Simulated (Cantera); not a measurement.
Mixture: CH₄ : C₂H₆ : C₃H₈ : O₂ : N₂ : H₂O = 1 : 0.12 : 0.73 : 9.48 : 35.7 : 8.5 (molar parts), at 593 Torr, adiabatic and at constant pressure. Ignition delay is the time to a rise of 400 K.

Detailed kinetics in Cantera: GRI-Mech 3.0 (53 species, 325 reactions). GRI-Mech 3.0 was tuned for natural gas; its chemistry of propane as a main component is partial and can be far from experiment. Where the delays flatten at high temperature, the 400 K rule measures the pace of heat release, not the induction time.

### Question
Predict: delay at 1148 K; delay at 1348 K; delay at 1548 K; delay at 1748 K; delay at 1948 K.

### Answer
| Quantity | Value |
|---|---|
| delay at 1148 K | 17.8 ms |
| delay at 1348 K | 0.635 ms |
| delay at 1548 K | 77.6 µs |
| delay at 1748 K | 25.1 µs |
| delay at 1948 K | 24.9 µs |
